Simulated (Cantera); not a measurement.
A perfectly stirred reactor is fed with 0.0658 % CH₄, 99.6 % H₂, 0.309 % O₂, at 0.320 bar; it is held at 2875 K, and followed from long to short residence time.

Detailed kinetics in Cantera: GRI-Mech 3.0 (53 species, 325 reactions).

x: mole fraction; the columns are a selection and need not sum to one.

| τ (s) | x CH₄ | x H₂ | x O₂ | x OH | x H | x HO₂ |
|---|---|---|---|---|---|---|
| 3.6 | 1.46e-9 | 0.823 | 8.74e-8 | 0.000294 | 0.171 | 8.92e-11 |
| 1.8 | 2.91e-9 | 0.823 | 8.78e-8 | 0.000294 | 0.171 | 8.94e-11 |
| 0.87 | 6.03e-9 | 0.824 | 8.89e-8 | 0.000293 | 0.171 | 8.97e-11 |
| 0.43 | (withheld) | 0.824 | 9.09e-8 | 0.000293 | 0.171 | 9.03e-11 |
| 0.21 | 2.54e-8 | 0.824 | 9.51e-8 | 0.000292 | 0.170 | 9.17e-11 |
| 0.10 | 5.45e-8 | 0.825 | 1.04e-7 | 0.000291 | 0.169 | 9.46e-11 |
| 0.051 | 1.11e-7 | 0.827 | 1.21e-7 | 0.000288 | 0.168 | 1.00e-10 |
| 0.025 | 2.48e-7 | 0.830 | 1.59e-7 | 0.000282 | 0.164 | 1.13e-10 |
| 0.012 | 6.18e-7 | 0.837 | 2.47e-7 | 0.000270 | 0.157 | 1.45e-10 |
| 0.0060 | 1.70e-6 | 0.849 | 4.42e-7 | 0.000248 | 0.145 | 2.25e-10 |
| 0.0030 | (withheld) | 0.870 | (withheld) | (withheld) | (withheld) | 4.74e-10 |

Question: Complete the blanks.

Answer: 
- 0.43, x CH₄: 1.23e-8
- 0.0030, x CH₄: 5.74e-6
- 0.0030, x O₂: 9.40e-7
- 0.0030, x OH: 0.000214
- 0.0030, x H: 0.125
